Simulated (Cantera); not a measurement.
Cantera run, input and output.

```python
import numpy as np
import cantera as ct

gas = ct.Solution("gri30.yaml")
gas.TPX = 1123, 37000, {'H2': 5.6, 'O2': 1, 'N2': 12}
inlet = ct.Reservoir(gas, clone=True)

reactor = ct.IdealGasConstPressureReactor(gas, energy="off", clone=False)
exhaust = ct.Reservoir(gas, clone=True)
tau = [18, 4.3, 1, 0.24, 0.058, 0.014, 0.0033, 0.00079, 0.00019][0]
for a, b in ((inlet, reactor), (reactor, exhaust)):
    ct.MassFlowController(a, b, mdot=lambda t: reactor.mass / tau)
net = ct.ReactorNet([reactor])
show = ['H2', 'O2', 'H', 'H2O2', 'O']

rows = []
print(f"{'tau/s':>10s}{'T/K':>9s}" + "".join(f"{s:>11s}" for s in show))
for tau in [18, 4.3, 1, 0.24, 0.058, 0.014, 0.0033, 0.00079, 0.00019]:
    net.initial_time = 0.0
    net.advance(30 * tau)
    before = gas.X
    net.advance(40 * tau)
    drift = np.max(np.abs(gas.X - before) / (gas.X + 1e-9))
    rows.append([gas.T, *gas[show].X, drift])
    print(f"{tau:10.3e}{gas.T:9.1f}" + "".join(f"{x:11.3e}" for x in gas[show].X))
```

Result:

```
     tau/s      T/K         H2         O2          H       H2O2          O
 1.800e+01   1123.0  2.044e-01  2.062e-05  2.678e-04  4.723e-10  8.791e-09
 4.300e+00   1123.0  2.043e-01  4.226e-05  5.467e-04  5.517e-10  3.681e-08
 1.000e+00   1123.0  2.040e-01  8.793e-05  1.129e-03  6.472e-10  1.584e-07
 2.400e-01   1123.0  2.035e-01  1.807e-04  2.286e-03  8.052e-10  6.612e-07
 5.800e-02   1123.0  2.025e-01  3.726e-04  4.572e-03  1.136e-09  2.744e-06
 1.400e-02   1123.0  2.006e-01  7.798e-04  8.989e-03  1.941e-09  1.141e-05
 3.300e-03   1123.0  1.973e-01  1.706e-03  1.719e-02  4.324e-09  4.851e-05
 7.900e-04   1123.0  1.938e-01  3.960e-03  2.994e-02  1.278e-08  1.973e-04
 1.900e-04   1123.0  1.986e-01  1.047e-02  4.229e-02  4.621e-08  6.803e-04
```

Model: GRI-Mech 3.0 (53 species, 325 reactions), integrated in Cantera. The temperature is held fixed by assumption; the heat of reaction is taken as removed at once.
